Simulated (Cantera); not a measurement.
A closed system holds: 1 mol CH₃F, 0.38 mol Si, at 2800 °C and 35.0 Pa.

Method: chemical equilibrium by Gibbs-energy minimisation in Cantera with the NASA 1993 tables (ideal gas, pure condensed phases). Candidate condensed phases: C, C₆H₆, C₇H₈, C₈H₁₈, Si, SiC; 113 gas species. The tables' values for SiF, SiF₂, SiF₃ are old estimates; treat these amounts as uncertain. Equilibrium is a limit: real reactors are often held back by kinetics, nucleation or transport.

Base state: H 0.579, F 0.117, HF 0.0869, C 0.0755, Si 0.0678, C₃ 0.0353, C₂ 0.0138, SiF 0.00906 (mole fractions); condensed: gas only.

What changes in the equilibrium state with this change: Si from 0.38 to 0.14 mol?


```
species   before    after
-------  -------  -------
H          0.579    0.602
F          0.117    0.126
HF        0.0869   0.0978
Si        0.0678   0.0257
C₃        0.0353   0.0392
C₂        0.0138   0.0147
C         0.0755   0.0782
SiC      8.60e-5  3.38e-5
SiC₂     0.00459  0.00187
SiF      0.00906  0.00372
SiF₂     0.00356  0.00158
SiF₃     9.53e-5  4.59e-5
```
